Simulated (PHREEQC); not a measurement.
A made-up water analysis in mg/kgw, 70 °C, pH 3.1, pe 11.4: Na 1900; K 50.5; Ca 75.3; Mg 47.6; Cl 85.9; S(6) as SO4 4640; Cu(2) 0.991; Li 0.258; Al 103; Zn 3.22; O(0) (dissolved oxygen) 3.39.

Cl is adjusted to close the charge balance.
Valence states are taken as typed.

Computed with PHREEQC (ion-association model, wateq4f.dat).

| Item | Value |
|---|---|
| ionic strength | 0.121 mol/kgw |
| total alkalinity | -4.33 meq/kg |

```tsv
species	molality	activity	log γ
Na+	0.0775	0.0583	-0.123
SO4-2	0.0327	0.0105	-0.495
Cl-	0.0109	0.00801	-0.136
NaSO4-	0.00516	0.00392	-0.119
HSO4-	0.00335	0.00250	-0.127
AlSO4+	0.00254	0.00190	-0.127
MgSO4	0.00137	0.00141	0.012
K+	0.00113	0.000828	-0.136
Al(SO4)2-	0.00101	0.000753	-0.127
H+	0.000988	0.000794	-0.095
Ca+2	0.000937	0.000317	-0.470
CaSO4	0.000929	0.000955	0.012
Mg+2	0.000589	0.000210	-0.448
```

Precipitation was switched off in this run. Away from 25 °C the constants follow the database's enthalpies or fits; those with neither stay at their 25 °C values.
